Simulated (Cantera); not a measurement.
Cantera with NASA thermochemical tables; ideal gases at 1 bar, condensed phases pure. Values are per mole of reaction as written; species without (g) are pure solids or liquids, kept so even where they would boil at 1 bar.

Problem. Between 300 and 1800 K, where is each reaction favourable under standard conditions?
- 6 N2O(g) + 3 B3O3F3(g) = 3 NF3(g) + 5 O3(g) + 9 BN

Solution. 
- 6 N2O(g) + 3 B3O3F3(g) = 3 NF3(g) + 5 O3(g) + 9 BN: ΔG° is 4733 kJ at 300 K and 5093 kJ at 1800 K; it stays positive (K < 1). ΔH° is 4688 kJ and ΔS° -225 J/K at 1800 K.
